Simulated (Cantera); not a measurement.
What does this Cantera script print?

```python
import numpy as np
import cantera as ct

gas = ct.Solution("gri30.yaml")
gas.TPX = 625, 220000, {'CH4': 1, 'CO': 0.099, 'O2': 2.59, 'N2': 9.75, 'CO2': 0.55}
flame = ct.FreeFlame(gas, width=0.023)
flame.set_refine_criteria(ratio=3, slope=0.08, curve=0.16)
flame.transport_model = "mixture-averaged"
flame.solve(loglevel=0, auto=True)
z, T = flame.grid, flame.T
thick = (T[-1] - T[0]) / np.gradient(T, z).max()
show = ['CH4', 'CO', 'O2', 'H2O2', 'NO2', 'OH']
print(f"laminar burning velocity  {flame.velocity[0] * 100:.3f} cm/s")
print(f"burnt temperature         {T[-1]:.1f} K")
print(f"thermal thickness         {thick * 1e3:.4f} mm")
print(f"grid points               {len(z)}")
z0 = z[flame.heat_release_rate.argmax()]
print(f"{'z/mm':>9s}{'T/K':>9s}{'u/(m/s)':>9s}" + "".join(f"{s:>11s}" for s in show))
rows = []
for k in (-3, -2, -1.5, -1, -0.5, -0.25, 0, 0.25, 0.5, 1, 2, 4, 8):
    zz = z0 + k * thick
    rows.append([k * thick, np.interp(zz, z, T), np.interp(zz, z, flame.velocity),
                 *(np.interp(zz, z, flame.X[gas.species_index(s)]) for s in show)])
    print(f"{rows[-1][0] * 1e3:9.3f}{rows[-1][1]:9.1f}{rows[-1][2]:9.3f}" + "".join(f"{x:11.3e}" for x in rows[-1][3:]))
```

Output:

```
laminar burning velocity  70.249 cm/s
burnt temperature         2141.6 K
thermal thickness         0.2315 mm
grid points               138
     z/mm      T/K  u/(m/s)        CH4         CO         O2       H2O2        NO2         OH
   -0.694    625.4    0.703  7.140e-02  7.079e-03  1.850e-01  3.979e-08  2.213e-10  5.370e-12
   -0.463    628.8    0.708  7.105e-02  7.137e-03  1.846e-01  4.385e-07  2.987e-09  6.401e-10
   -0.347    640.2    0.722  7.014e-02  7.361e-03  1.836e-01  1.815e-06  1.395e-08  9.392e-09
   -0.231    701.1    0.793  6.591e-02  8.741e-03  1.784e-01  9.145e-06  7.606e-08  2.592e-07
   -0.116   1007.8    1.149  4.656e-02  1.707e-02  1.509e-01  3.194e-05  1.459e-07  1.544e-05
   -0.058   1342.2    1.539  2.575e-02  2.750e-02  1.178e-01  2.094e-05  5.865e-08  1.806e-04
    0.000   1684.1    1.936  5.731e-03  3.656e-02  7.874e-02  1.784e-06  1.300e-08  1.781e-03
    0.058   1835.0    2.103  3.063e-04  3.097e-02  5.751e-02  6.914e-07  6.357e-09  5.005e-03
    0.116   1896.7    2.164  8.201e-06  2.267e-02  5.067e-02  5.646e-07  7.475e-09  6.224e-03
    0.231   1971.5    2.237  9.637e-09  1.457e-02  4.608e-02  4.157e-07  1.012e-08  6.316e-03
    0.463   2045.3    2.310  1.538e-13  9.000e-03  4.293e-02  2.770e-07  1.523e-08  5.443e-03
    0.926   2099.6    2.363  1.860e-17  5.023e-03  4.085e-02  1.824e-07  2.269e-08  4.149e-03
    1.852   2129.3    2.392  1.140e-18  2.626e-03  3.976e-02  1.356e-07  2.893e-08  3.088e-03
```

Computed with Cantera and GRI-Mech 3.0 (53 species, 325 reactions). Burning velocities carry a grid error of a few per cent, more on coarse grids.
